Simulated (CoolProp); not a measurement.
Values from CoolProp's reference Helmholtz-energy equation of state, Wu 2012.

### Question
For fluoroethane (R161), give the phase and the speed of sound (m/s), Joule-Thomson coefficient (K/MPa), fugacity coefficient at 236.4 K and 5 MPa; 255.8 K and 5 MPa.

### Answer
- 236.4 K and 5 MPa: liquid; speed of sound 1120, Joule-Thomson coefficient -0.379, fugacity coefficient 0.0235
- 255.8 K and 5 MPa: liquid; speed of sound 1010, Joule-Thomson coefficient -0.328, fugacity coefficient 0.0509
